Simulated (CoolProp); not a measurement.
Vapour-liquid equilibrium of carbon dioxide (1) + ethane (2) at 274.3 K; x and y are mole fractions of (1).

The numbers come from the multi-fluid Helmholtz-energy mixture model, Span 1996 and Bücker 2006; pair parameters Kunz 2012 in CoolProp.

### Question
Give the bubble pressure and the first vapour's composition at x = 0.2, 0.65, 0.8. Is there an azeotrope?

### Answer
x = 0.2: 3222 kPa, y = 0.302; x = 0.65: 4042 kPa, y = 0.666; x = 0.8: 4018 kPa, y = 0.777. y crosses x between x = 0.65 and 0.8: the model has an azeotrope there.

The pair parameters rest on a limited set of measurements; away from them the model extrapolates.
